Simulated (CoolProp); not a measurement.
Properties of nitrous oxide at several states.

Computed with CoolProp (reference Helmholtz-energy equation of state, Lemmon 2006). It is a short technical equation, of lower accuracy than the large ones.

```
T (K)  p (kPa)   phase  cp (kJ/(kg K))  Joule-Thomson coefficient (K/MPa)  isothermal compressibility (1/MPa)
-----  -------  ------  --------------  ---------------------------------  ----------------------------------
313.5      245     gas          0.9056                              9.719                               4.129
396.3     2430     gas           1.038                              5.667                              0.4342
395        117     gas          0.9681                         (withheld)                               8.568
289.9      517     gas          0.9070                         (withheld)                          (withheld)
443.2     72.6     gas           1.004                              4.471                               13.79
198.5      790  liquid           1.732                         (withheld)                            0.001405
```

Q: Some entries are withheld; supply them.

A: 
- 395, Joule-Thomson coefficient (K/MPa): 5.775
- 289.9, Joule-Thomson coefficient (K/MPa): 11.75
- 289.9, isothermal compressibility (1/MPa): 1.998
- 198.5, Joule-Thomson coefficient (K/MPa): -0.2366
